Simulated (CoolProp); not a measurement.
A single-stage vapour-compression cycle with R236FA: evaporating at 231.15 K (dew point), condensing at 301.15 K (bubble point), superheat 2 K, subcooling 2 K, compressor efficiency 0.6, no pressure losses. Each further row changes one setting.

Values from CoolProp's reference Helmholtz-energy equation of state, Pan 2012.

| case | cooling COP | pressure ratio | discharge temperature (K) | refrigerating effect (kJ/kg) | volumetric capacity (kJ/m³) |
|---|---|---|---|---|---|
| as stated | 1.37 | 23.2 | 329.7 | 99.3 | 102 |
| evaporating temperature 236.15 K | [?] | [?] | 326.3 | 103 | 140 |
| condensing temperature 296.15 K | [?] | [?] | [?] | 106 | 108 |
| subcooling 7 K | 1.46 | 23.2 | 329.7 | 106 | 108 |
| superheat 12 K | [?] | 23.2 | [?] | 107 | 105 |
| compressor efficiency 0.5 | 1.14 | 23.2 | 345.4 | 99.3 | 102 |

Some entries are withheld; supply them.


- evaporating temperature 236.15 K, cooling COP: 1.56
- evaporating temperature 236.15 K, pressure ratio: 17.1
- condensing temperature 296.15 K, cooling COP: 1.54
- condensing temperature 296.15 K, pressure ratio: 19.6
- condensing temperature 296.15 K, discharge temperature (K): 324.4
- superheat 12 K, cooling COP: 1.41
- superheat 12 K, discharge temperature (K): 341.2
